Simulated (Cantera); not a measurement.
Charge: 1 mol Fe2O3, 44 mol HCl, equilibrated at 427 °C and 17.0 Pa.

Cantera equilibrium calculation (NASA polynomials, part measured and part estimated; ideal gas, pure solids and liquids). Candidate condensed phases: Fe, FeCl2, FeCl3, FeO, Fe(OH)2, Fe(OH)3, Fe2O3, Fe3O4, H2O; 22 gas species. Condensed phases not in the tables: FeOCl. Equilibrium is a limit: real reactors are often held back by kinetics, nucleation or transport.

Base state: HCl 0.994, H2O 0.00327, FeCl3 0.00199, FeCl2 0.000186, Cl2 9.31e-5 (mole fractions); condensed: Fe2O3(s).

Question: What changes in the equilibrium state with this change: temperature from 427 °C to 1277 °C?

Answer: 
```tsv
species	before	after
HCl	0.994	0.842
H2O	0.00327	0.0660
Cl	4.89e-7	0.0458
FeCl2	0.000186	0.0444
H2	<1e-9	0.00125
O2	<1e-9	0.000213
OH	<1e-9	0.000151
H	<1e-9	8.55e-5
Fe2O3(s), mol	0.952	0
```
